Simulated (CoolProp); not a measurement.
Values from CoolProp's reference Helmholtz-energy equation of state, Lemmon 2006. It is a short technical equation, of lower accuracy than the large ones.

### Question
Give the vapour pressure (kPa), liquid density (kg/m³), surface tension (mN/m), liquid conductivity (mW/(m K)) of saturated toluene at 414.6 K.

### Answer
```json
[
 {"T (K)": "414.6", "p (kPa)": "226", "liquid density (kg/m³)": "746", "surface tension (mN/m)": "14.5", "liquid conductivity (mW/(m K))": "99.8"}
]
```

Thermal conductivity comes from a separate model (Assael 2012). Surface tension comes from a separate correlation (Mulero 2012).
